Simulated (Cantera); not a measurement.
Source: NASA polynomial tables (part measured, part estimated), evaluated in Cantera. Values are per mole of reaction as written; species without (g) are pure solids or liquids, kept so even where they would boil at 1 bar.

P₄O₁₀ = 10 O(g) + P₄(g), with ΔH° = 5560.8 kJ and ΔS° = 1662.3 J/K at 300 K.

How far is the shortcut ΔG° ≈ ΔH°(300 K) − T·ΔS°(300 K) from the full temperature-dependent value at 425, 450, 475, 500, 525, 550, 575, 600, 625, 650, 675 K?


```csv
T (K),shortcut (kJ),full (kJ),difference (kJ),difference in log10 K
425,4854.3,4853.1,1.3,-0.16
450,4812.8,4811.1,1.7,-0.19
475,4771.2,4769.1,2.1,-0.23
500,4729.6,4727.1,2.5,-0.26
525,4688.1,4685.2,2.9,-0.29
550,4646.5,4643.2,3.3,-0.31
575,4605.0,4601.3,3.7,-0.33
600,4563.4,4559.4,4.0,-0.35
625,4521.9,4517.6,4.2,-0.35
650,4480.3,4475.9,4.4,-0.36
675,4438.7,4434.2,4.6,-0.35
```
The shortcut ignores the heat-capacity change of the reaction.
